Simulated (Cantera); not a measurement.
A Cantera script and its output.

```python
import numpy as np
import cantera as ct

gas = ct.Solution("gri30.yaml")
gas.TPX = 550, 1400000, {'CO': 1, 'H2': 0.14, 'O2': 0.934, 'N2': 3.51}
inlet = ct.Reservoir(gas, clone=True)
gas.equilibrate("HP")  # start burning
reactor = ct.IdealGasConstPressureReactor(gas, energy="on", clone=False)
exhaust = ct.Reservoir(gas, clone=True)
tau = [0.037, 0.016, 0.0072, 0.0032, 0.0014, 0.00061, 0.00027, 0.00012, 5.1e-05][0]
for a, b in ((inlet, reactor), (reactor, exhaust)):
    ct.MassFlowController(a, b, mdot=lambda t: reactor.mass / tau)
net = ct.ReactorNet([reactor])
show = ['CO', 'H2', 'O2', 'H', 'NO2']

rows = []
print(f"{'tau/s':>10s}{'T/K':>9s}" + "".join(f"{s:>11s}" for s in show))
for tau in [0.037, 0.016, 0.0072, 0.0032, 0.0014, 0.00061, 0.00027, 0.00012, 5.1e-05]:
    net.initial_time = 0.0
    net.advance(30 * tau)
    before = gas.X
    net.advance(40 * tau)
    drift = np.max(np.abs(gas.X - before) / (gas.X + 1e-9))
    rows.append([gas.T, *gas[show].X, drift])
    print(f"{tau:10.3e}{gas.T:9.1f}" + "".join(f"{x:11.3e}" for x in gas[show].X))
```

It prints:

```
     tau/s      T/K         CO         H2         O2          H        NO2
 3.700e-02   2165.7  1.239e-03  3.077e-05  7.189e-02  7.958e-06  5.989e-06
 1.600e-02   2164.6  1.586e-03  3.730e-05  7.242e-02  1.021e-05  3.813e-06
 7.200e-03   2160.3  2.228e-03  4.946e-05  7.288e-02  1.493e-05  2.749e-06
 3.200e-03   2151.3  3.414e-03  7.205e-05  7.344e-02  2.539e-05  2.277e-06
 1.400e-03   2134.8  5.507e-03  1.117e-04  7.431e-02  4.831e-05  2.049e-06
 6.100e-04   2107.3  8.996e-03  1.762e-04  7.574e-02  9.601e-05  1.783e-06
 2.700e-04   2064.4  1.448e-02  2.725e-04  7.801e-02  1.865e-04  1.366e-06
 1.200e-04   1997.3  2.315e-02  4.103e-04  8.169e-02  3.422e-04  9.006e-07
 5.100e-05   1875.0  3.944e-02  6.233e-04  8.900e-02  5.613e-04  4.981e-07
```

Detailed kinetics in Cantera: GRI-Mech 3.0 (53 species, 325 reactions). The hydrogen kinetics of GRI-Mech 3.0 are dated; newer H2 mechanisms differ, most at raised pressure. The pressure lies above the range GRI-Mech 3.0 was tuned for (to about 10 atm).
